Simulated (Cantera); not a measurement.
Input (Python, Cantera):

```python
import numpy as np
import cantera as ct

gas = ct.Solution("h2o2.yaml")
gas.TPX = 1025, 100000, {'H2': 1, 'O2': 0.238, 'N2': 0.895}
reactor = ct.IdealGasConstPressureReactor(gas, energy="on", clone=False)
net = ct.ReactorNet([reactor])
net.rtol, net.atol = 1e-08, 1e-16
show = ['H2', 'O2', 'H2O2', 'H2O', 'O', 'H']
times = np.geomspace(2e-06, 0.2, 16)

steps = ct.SolutionArray(gas, extra=["t"])
rows = []
print(f"{'t/s':>10s}{'T/K':>9s}{'P/Pa':>11s}" + "".join(f"{s:>11s}" for s in show))
for t in times:
    while net.time < t:
        t_next = net.step()
        steps.append(gas.state, t=t_next)
    rows.append([np.interp(t, steps.t, y) for y in (steps.T, steps.P, *steps(*show).X.T)])
    print(f"{t:10.3e}{rows[-1][0]:9.1f}{rows[-1][1]:11.4g}" + "".join(f"{x:11.3e}" for x in rows[-1][2:]))
rate = np.gradient(steps.T, steps.t)
print("integrator steps:", len(steps.t))
if steps.T.max() > steps.T[0] + 200:
    print(f"time of steepest temperature rise: {steps.t[rate.argmax()]:.4e} s")
gas.TPX = 1025, 100000, {'H2': 1, 'O2': 0.238, 'N2': 0.895}
gas.equilibrate("HP")
print(f"equilibrium (HP): T = {gas.T:.1f} K  " + "  ".join(f"{s} {gas[s].X[0]:.3e}" for s in show))
```

It prints:

```
       t/s      T/K       P/Pa         H2         O2       H2O2        H2O          O          H
 2.000e-06   1025.0      1e+05  4.688e-01  1.116e-01  7.633e-14  1.465e-11  5.455e-12  1.447e-10
 4.309e-06   1025.0      1e+05  4.688e-01  1.116e-01  3.764e-13  8.455e-11  1.553e-11  3.277e-10
 9.283e-06   1025.0      1e+05  4.688e-01  1.116e-01  1.996e-12  4.779e-10  4.273e-11  8.152e-10
 2.000e-05   1025.0      1e+05  4.688e-01  1.116e-01  1.245e-11  2.948e-09  1.363e-10  2.492e-09
 4.309e-05   1025.0      1e+05  4.688e-01  1.116e-01  1.142e-10  2.530e-08  7.054e-10  1.269e-08
 9.283e-05   1025.0      1e+05  4.688e-01  1.116e-01  3.032e-09  6.236e-07  1.380e-08  2.473e-07
 2.000e-04   1029.4      1e+05  4.679e-01  1.111e-01  2.796e-06  8.437e-04  1.595e-05  2.847e-04
 4.309e-04   2401.7      1e+05  2.578e-01  1.964e-04  3.666e-08  2.394e-01  5.053e-04  3.376e-02
 9.283e-04   2521.0      1e+05  2.669e-01  5.333e-05  1.452e-08  2.450e-01  1.412e-04  1.721e-02
 2.000e-03   2534.8      1e+05  2.680e-01  4.220e-05  1.212e-08  2.456e-01  1.124e-04  1.529e-02
 4.309e-03   2535.0      1e+05  2.680e-01  4.204e-05  1.209e-08  2.456e-01  1.120e-04  1.526e-02
 9.283e-03   2535.0      1e+05  2.680e-01  4.204e-05  1.209e-08  2.456e-01  1.120e-04  1.526e-02
 2.000e-02   2535.0      1e+05  2.680e-01  4.204e-05  1.209e-08  2.456e-01  1.120e-04  1.526e-02
 4.309e-02   2535.0      1e+05  2.680e-01  4.204e-05  1.209e-08  2.456e-01  1.120e-04  1.526e-02
 9.283e-02   2535.0      1e+05  2.680e-01  4.204e-05  1.209e-08  2.456e-01  1.120e-04  1.526e-02
 2.000e-01   2535.0      1e+05  2.680e-01  4.204e-05  1.209e-08  2.456e-01  1.120e-04  1.526e-02
integrator steps: 1444
time of steepest temperature rise: 2.4162e-04 s
equilibrium (HP): T = 2535.0 K  H2 2.680e-01  O2 4.204e-05  H2O2 1.209e-08  H2O 2.456e-01  O 1.120e-04  H 1.526e-02
```

Cantera simulation using the H2/O2 subset of GRI-Mech 3.0, which has no nitrogen chemistry; the numbers are that mechanism's predictions, not measurements.
